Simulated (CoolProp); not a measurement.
Vapour-liquid equilibrium of R125 (1) + propylene (2) at 0.65 °C; x and y are mole fractions of (1).

Values from CoolProp's multi-fluid Helmholtz-energy mixture model, Lemmon 2005 and Lemmon 2013; pair parameters Bell 2016.

```csv
x,bubble pressure (MPa),y at the bubble point,dew pressure at overall composition x (MPa),liquid density (mol/L)
0.05,0.6464,0.112,0.6176,12.78
0.15,0.7195,0.261,0.6646,12.46
0.25,0.7657,0.359,0.7140,12.16
0.35,0.7942,0.433,0.7617,11.89
0.45,0.8102,0.496,0.7994,11.66
0.55,0.8163,0.556,0.8161,11.46
0.65,0.8128,0.619,0.8078,11.30
0.75,0.7980,0.693,0.7810,11.17
0.85,0.7685,0.786,0.7445,11.07
0.95,0.7189,0.914,0.7045,11.00
```

y crosses x between x = 0.55 and 0.65: the model has an azeotrope there.

Pair parameters are fitted to limited data, so mixtures are less certain than the pure fluids.
